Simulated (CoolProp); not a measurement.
Properties of R113 along the isobar 875 kPa.

Values from CoolProp's reference Helmholtz-energy equation of state, Marx 1992.

```tsv
T (°C)	phase	density (kg/m³)	cv (kJ/(kg K))	speed of sound (m/s)
100.55	liquid	1370	0.7321	466.3
114.55	liquid	1327	0.7431	422.2
128.65	liquid	1280	0.7545	376.3
142.65	gas	57.26	0.7369	117.9
156.65	gas	53.95	0.7396	122.9
170.75	gas	51.16	0.7444	127.3
184.75	gas	48.76	0.7503	131.3
198.75	gas	46.65	0.7566	135.0
212.85	gas	44.76	0.7631	138.5
226.85	gas	43.07	0.7695	141.8
```
